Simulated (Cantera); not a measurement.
A closed system holds: 1 mol Si, 1.8 mol H₂O, 750 mol H₂, at 75.0 Torr.

Method: chemical equilibrium by Gibbs-energy minimisation in Cantera with the NASA 1993 tables (ideal gas, pure condensed phases). Candidate condensed phases: H₂O, Si, SiO₂; 18 gas species. The tables hold silica as quartz up to 1696 K and as liquid above; real silica turns to tridymite and cristobalite and melts near 1996 K. Kinetics and transport are ignored. All values below are at 1648 K.

Base state: H₂ 0.998, SiO 0.00105, H₂O 0.000789, H 0.000281 (mole fractions); condensed: SiO₂(β-quartz).

Q: What changes in the equilibrium state with this change: H₂O from 1.8 to 0.0091 mol?

A: 
```json
[
 {"species": "H₂", "before": "0.998", "after": "1.000"},
 {"species": "H", "before": "0.000281", "after": "0.000282"},
 {"species": "SiO", "before": "0.00105", "after": "1.21e-5"},
 {"species": "H₂O", "before": "0.000789", "after": "2.83e-9"},
 {"species": "SiO₂(β-quartz), mol", "before": "0.206", "after": "0"},
 {"species": "Si(s), mol", "before": "0", "after": "0.981"}
]
```
